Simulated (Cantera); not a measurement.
An isothermal, constant-pressure homogeneous reactor starts with CH₄ : H₂ = 1 : 3 (molar parts), at 1048 K and 20.0 Torr. Integrator tolerance rtol = 1e-08.

Model: GRI-Mech 3.0 (53 species, 325 reactions), integrated in Cantera. GRI-Mech 3.0 stops at C3 and has no aromatics, soot or wall deposition, so with more carbon than oxygen in the feed, carbon stays in small species such as C2H2 where larger ones or solid carbon would form. Radical loss at walls, strong at low pressure, is not modelled.

Problem. What does this change do: temperature 1048 to 1550 K?

Solution. 
| quantity | before | after |
|---|---|---|
| x(CH₄) at 3.00 s | 0.250 (gas-phase equilibrium 0.247) | 0.106 (gas-phase equilibrium 0.00357) |
| x(H₂) at 3.00 s | 0.750 (gas-phase equilibrium 0.751) | 0.836 (gas-phase equilibrium 0.898) |
| x(C₂H₂) at 3.00 s | <1e-12 (gas-phase equilibrium 0.000241) | 0.0567 (gas-phase equilibrium 0.0982) |
| x(CH₂) at 3.00 s | <1e-12 (gas-phase equilibrium <1e-12) | 3.49e-8 (gas-phase equilibrium 2.68e-9) |
| x(H) at 3.00 s | 5.03e-9 (gas-phase equilibrium 4.13e-8) | 0.000120 (gas-phase equilibrium 0.000184) |
| x(CH₃) at 3.00 s | 2.98e-8 (gas-phase equilibrium 2.42e-7) | 0.000308 (gas-phase equilibrium 1.48e-5) |
| x(C₂H) at 3.00 s | <1e-12 (gas-phase equilibrium <1e-12) | 2.06e-8 (gas-phase equilibrium 5.11e-8) |
